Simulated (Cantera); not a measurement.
A counterflow diffusion flame at 0.908 atm, nozzles 20 mm apart: fuel side 100 % H2 at 325 K, oxidiser side 26.0 % O2, 74.0 % N2 at 725 K, fuel mass flux 0.41 times the oxidiser's; mixture-averaged transport, no radiation.

Computed with Cantera and the H2/O2 subset of GRI-Mech 3.0, which has no nitrogen chemistry. The maximum strain rate includes the flame's own expansion and is several times the mean.

x: mole fraction; the columns are a selection and need not sum to one.

```json
[
 {"oxidiser flux (kg/m²/s)": "0.55", "max strain (1/s)": "796", "mean strain (1/s)": "226", "T max (K)": "2672", "peak x OH": "0.0336", "peak x H": "0.0269", "peak x H2O": "0.307", "peak x HO2": "4.25e-5"},
 {"oxidiser flux (kg/m²/s)": "0.78", "max strain (1/s)": "?", "mean strain (1/s)": "321", "T max (K)": "2631", "peak x OH": "0.0338", "peak x H": "?", "peak x H2O": "0.304", "peak x HO2": "?"},
 {"oxidiser flux (kg/m²/s)": "1.1", "max strain (1/s)": "1540", "mean strain (1/s)": "453", "T max (K)": "2575", "peak x OH": "0.0335", "peak x H": "0.0319", "peak x H2O": "0.301", "peak x HO2": "6.50e-5"},
 {"oxidiser flux (kg/m²/s)": "1.6", "max strain (1/s)": "2210", "mean strain (1/s)": "658", "T max (K)": "2499", "peak x OH": "0.0329", "peak x H": "0.0353", "peak x H2O": "0.298", "peak x HO2": "7.88e-5"},
 {"oxidiser flux (kg/m²/s)": "2.2", "max strain (1/s)": "3000", "mean strain (1/s)": "905", "T max (K)": "2440", "peak x OH": "0.0327", "peak x H": "0.0389", "peak x H2O": "0.295", "peak x HO2": "9.15e-5"},
 {"oxidiser flux (kg/m²/s)": "3.2", "max strain (1/s)": "?", "mean strain (1/s)": "1320", "T max (K)": "2360", "peak x OH": "0.0319", "peak x H": "?", "peak x H2O": "0.291", "peak x HO2": "?"},
 {"oxidiser flux (kg/m²/s)": "4.5", "max strain (1/s)": "6070", "mean strain (1/s)": "1850", "T max (K)": "2282", "peak x OH": "0.0308", "peak x H": "0.0482", "peak x H2O": "0.288", "peak x HO2": "0.000123"}
]
```

Problem. Fill in the missing entries.

Solution. 
- 0.78, max strain (1/s): 1110
- 0.78, peak x H: 0.0292
- 0.78, peak x HO2: 5.35e-5
- 3.2, max strain (1/s): 4350
- 3.2, peak x H: 0.0436
- 3.2, peak x HO2: 0.000108
